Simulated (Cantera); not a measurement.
**Calcination and drying: CaCO3 + H2 + O2**

Charge: 1 mol CaCO3, 0.057 mol H2, 0.067 mol O2, equilibrated at 1925 K and 0.133 bar.

These are equilibrium values from Cantera (NASA tables, ideal gas, pure condensed phases), not measurements of a reactor. Candidate condensed phases: C, C6H6, C7H8, C8H18, Ca, CaCO3, CaO, Ca(OH)2, H2O; 115 gas species. Equilibrium is a limit: real reactors are often held back by kinetics, nucleation or transport.

The x(CO2) is 0.900 and the x(H2O) is 0.0511. The x(O2) comes out as 0.0390 and the x(CO) comes out as 0.00860. The x(OH) is 0.00109, the x(O) is 0.000199 and the x(H2) comes out as 0.000114. The x(H) is 2.79e-5, the x(Ca(OH)2) is 2.84e-6 and the n(CaO(s)) is 1.000 mol. The gas amount is 1.101 mol and the log10 activity of C(graphite) (absent) is -9.39. The log10 activity of Ca(l) (absent) is -10.48.
